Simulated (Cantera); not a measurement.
A perfectly stirred reactor is fed with C₂H₆ : N₂ = 1 : 4.6 (molar parts), at 13300 Pa; it is held at 1450 K, and followed from long to short residence time.

Computed with Cantera and GRI-Mech 3.0 (53 species, 325 reactions). GRI-Mech 3.0 stops at C3 and has no aromatics, soot or wall deposition, so with more carbon than oxygen in the feed, carbon stays in small species such as C2H2 where larger ones or solid carbon would form.

Q: What does this change do: temperature 1450 to 1223 K?

A: 
```tsv
quantity	before	after
x(C₂H₆) at τ = 24.0 s	2.81e-5	0.000531
x(C₂H₄) at τ = 24.0 s	0.00198	0.0275
x(HCN) at τ = 24.0 s	4.01e-8	5.23e-11
x(C₂H₂) at τ = 24.0 s	0.121	0.0950
x(H) at τ = 24.0 s	1.97e-5	2.77e-6
x(C₂H₆) at τ = 0.130 s	0.00161	0.0264
x(C₂H₄) at τ = 0.130 s	0.0114	0.0865
x(HCN) at τ = 0.130 s	2.95e-8	3.93e-11
x(C₂H₂) at τ = 0.130 s	0.104	0.0266
x(H) at τ = 0.130 s	6.87e-5	7.64e-6
```
